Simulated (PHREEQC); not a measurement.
1 kg of water meets 20 L of dry gas (CO2 0.48, H2 0.52 by moles) at fixed total pressure, at 5 atm; fugacities by Peng-Robinson. The gases take part in no redox reaction, some water evaporates into the gas, and hydrates or a liquid gas phase aren't modelled. No solid was allowed to form.

Model: ion-association model, phreeqc.dat, run in PHREEQC.

```json
[
 {"T (°C)": "10", "dissolved CO2 (all carbonate carbon) (mol/kgw)": "0.121", "φ of CO2": "0.974", "p of CO2 (atm)": "2.32", "dissolved H2 (mol/kgw)": "0.00235", "φ of H2": "1.006", "p of H2 (atm)": "2.67"},
 {"T (°C)": "20", "dissolved CO2 (all carbonate carbon) (mol/kgw)": "0.0892", "φ of CO2": "0.977", "p of CO2 (atm)": "2.33", "dissolved H2 (mol/kgw)": "0.00216", "φ of H2": "1.006", "p of H2 (atm)": "2.64"},
 {"T (°C)": "30", "dissolved CO2 (all carbonate carbon) (mol/kgw)": "0.0683", "φ of CO2": "0.979", "p of CO2 (atm)": "?", "dissolved H2 (mol/kgw)": "0.00203", "φ of H2": "1.005", "p of H2 (atm)": "?"},
 {"T (°C)": "40", "dissolved CO2 (all carbonate carbon) (mol/kgw)": "0.0542", "φ of CO2": "0.981", "p of CO2 (atm)": "2.33", "dissolved H2 (mol/kgw)": "0.00194", "φ of H2": "1.005", "p of H2 (atm)": "2.60"},
 {"T (°C)": "50", "dissolved CO2 (all carbonate carbon) (mol/kgw)": "0.0442", "φ of CO2": "0.982", "p of CO2 (atm)": "?", "dissolved H2 (mol/kgw)": "0.00187", "φ of H2": "1.005", "p of H2 (atm)": "?"},
 {"T (°C)": "60", "dissolved CO2 (all carbonate carbon) (mol/kgw)": "0.0369", "φ of CO2": "0.984", "p of CO2 (atm)": "?", "dissolved H2 (mol/kgw)": "0.00183", "φ of H2": "1.005", "p of H2 (atm)": "2.52"},
 {"T (°C)": "70", "dissolved CO2 (all carbonate carbon) (mol/kgw)": "0.0314", "φ of CO2": "0.985", "p of CO2 (atm)": "?", "dissolved H2 (mol/kgw)": "0.00180", "φ of H2": "1.005", "p of H2 (atm)": "?"},
 {"T (°C)": "80", "dissolved CO2 (all carbonate carbon) (mol/kgw)": "0.0269", "φ of CO2": "0.986", "p of CO2 (atm)": "?", "dissolved H2 (mol/kgw)": "0.00176", "φ of H2": "1.005", "p of H2 (atm)": "2.37"},
 {"T (°C)": "90", "dissolved CO2 (all carbonate carbon) (mol/kgw)": "0.0231", "φ of CO2": "0.987", "p of CO2 (atm)": "2.05", "dissolved H2 (mol/kgw)": "0.00172", "φ of H2": "1.005", "p of H2 (atm)": "2.25"}
]
```

**Question.** Some entries are withheld; supply them.

**Answer.** 
- 30, p of CO2 (atm): 2.34
- 30, p of H2 (atm): 2.62
- 50, p of CO2 (atm): 2.31
- 50, p of H2 (atm): 2.56
- 60, p of CO2 (atm): 2.28
- 70, p of CO2 (atm): 2.23
- 70, p of H2 (atm): 2.46
- 80, p of CO2 (atm): 2.15

Species that the database lacks are ignored. Constants without temperature data keep their 25 °C values here.
